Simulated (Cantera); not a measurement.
Mixture: CH₄ : O₂ : N₂ = 1 : 3.28 : 17.7 (molar parts), equivalence ratio 0.61, at 7.50 atm, adiabatic and at constant volume. Ignition delay is the time to a rise of 400 K.

Cantera simulation using GRI-Mech 3.0 (53 species, 325 reactions); the numbers are that mechanism's predictions, not measurements.

Task: What does this change do: pressure from 7.50 atm to 1.00 atm?

Result: 
```
quantity                                                before       after
--------------------------------------------------  ----------  ----------
delay at 1323 K                                        1.59 ms     9.05 ms
delay at 1473 K                                       0.332 ms     1.64 ms
delay at 1623 K                                        85.2 µs    0.429 ms
delay at 1773 K                                        27.2 µs    0.151 ms
apparent activation energy between 1698 and 1848 K  180 kJ/mol  160 kJ/mol
```
